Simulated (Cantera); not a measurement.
Feed: 1 mol B, 6.3 mol NH3, 4.9 mol N2, 1.1 mol O2, held at 19.0 mbar.

Equilibrium computed with Cantera from the NASA thermochemical tables; the gas is ideal and each condensed phase is pure. Candidate condensed phases: B, BN, B2O3, B3O3H3, H2O; 39 gas species. Gases not in the tables: H3BO3. Rates play no part.

x: gas mole fraction; n: condensed amount in mol.

```tsv
T (K)	x H2	x N2	x HBO2	x H2O	x H	x B2O3	x HBO	n B2O3(l)
1098	0.500	0.460	0.000244	0.0398	1.27e-7	___	5.45e-8	0.497
1198	0.500	0.460	0.00116	0.0394	9.75e-7	___	7.66e-7	0.489
1298	0.499	0.459	0.00424	0.0378	5.49e-6	___	7.15e-6	0.462
1398	0.497	0.457	0.0122	0.0337	2.42e-5	___	4.98e-5	0.390
1498	0.492	0.453	0.0277	0.0257	8.75e-5	___	0.000286	0.232
1598	0.485	0.447	0.0439	0.0175	0.000269	___	0.00117	0
1698	0.484	0.447	0.0422	0.0187	0.000730	0.00571	0.00176	0
1798	0.482	0.447	0.0406	0.0199	0.00177	0.00607	0.00250	0
1898	0.479	0.446	0.0389	0.0213	0.00393	0.00627	0.00335	0
1998	0.475	0.445	0.0371	0.0228	0.00802	0.00629	0.00426	0
2098	0.468	0.443	0.0351	0.0246	0.0153	0.00607	0.00513	0
2198	0.457	0.440	0.0328	0.0267	0.0273	___	0.00583	0
```

Question: What belongs in the gaps?

Answer: 
- 1098, x B2O3: 1.24e-8
- 1198, x B2O3: 4.53e-7
- 1298, x B2O3: 9.27e-6
- 1398, x B2O3: 0.000121
- 1498, x B2O3: 0.00110
- 1598, x B2O3: 0.00522
- 2198, x B2O3: 0.00560
